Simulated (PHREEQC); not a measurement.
# Buffer: speciation

A solution holds 0.032 mol H3BO3, 0.00078 mol Na2HPO4 and 0.06 mol HCl per kg of water, at 25 °C. Closed to the air; pH follows from the charge balance.

Computed with PHREEQC (ion-association model, phreeqc.dat).

Precipitation was switched off in this run.

Problem. Estimate the pH, density, specific conductance.

Solution. pH 1.30; density 0.999 g/cm³; specific conductance 21600 µS/cm.

Problem. In which forms is P present?

Solution. H3PO4 85 %, H2PO4- 15 % of the P.
